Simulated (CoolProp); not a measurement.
Water along the isotherm 377.9 K: fugacity coefficient from the reference equation and from simpler models built on Tc = 647.1 K, pc = 22.06 MPa, ω = 0.344; each cubic takes its own stable root.

Computed with CoolProp (reference Helmholtz-energy equation of state, Wagner 2002).

```
p (MPa)   phase  reference  van der Waals  Soave-Redlich-Kwong  Peng-Robinson
-------  ------  ---------  -------------  -------------------  -------------
6.25     liquid    0.01956         0.2563              0.01841        0.01895
12.5     liquid    0.01015         0.1384             0.009682       0.009909
18.8     liquid   0.007010        0.09945             0.006773       0.006893
25       liquid   0.005469        0.08067             0.005355       0.005419
31.2     liquid   0.004546        0.06970             0.004510       0.004538
37.5     liquid   0.003926        0.06258             0.003947       0.003950
43.8     liquid   0.003488        0.05780             0.003554       0.003537
50       liquid   0.003169        0.05454             0.003272       0.003238
56.2     liquid   0.002924        0.05225             0.003059       0.003010
62.5     liquid   0.002728        0.05064             0.002892       0.002831
68.8     liquid   0.002571        0.04957             0.002762       0.002689
75       liquid   0.002445        0.04893             0.002662       0.002577
81.2     liquid   0.002341        0.04862             0.002583       0.002487
87.5     liquid   0.002253        0.04858             0.002519       0.002413
93.8     liquid   0.002179        0.04878             0.002470       0.002353
100      liquid   0.002119        0.04919             0.002434       0.002305
```
